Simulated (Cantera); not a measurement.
## Reactions in the system Mg-O-S

Standard-state values (1 bar) from the NASA 1993 polynomials, evaluated with Cantera. Values are per mole of reaction as written; species without (g) are pure solids or liquids, kept so even where they would boil at 1 bar.

SO2(g) + 2 Mg(g) → S + 2 MgO

```csv
T (K),ΔH° (kJ),ΔS° (J/K),ΔG° (kJ),log10 K
550,-1189.3,-434.6,-950.3,90.25
650,-1185.3,-427.9,-907.2,72.90
750,-1181.7,-422.7,-864.6,60.22
850,-1178.0,-418.2,-822.6,50.55
950,-1174.0,-413.7,-781.0,42.94
1050,-1170.2,-409.9,-739.8,36.80
```
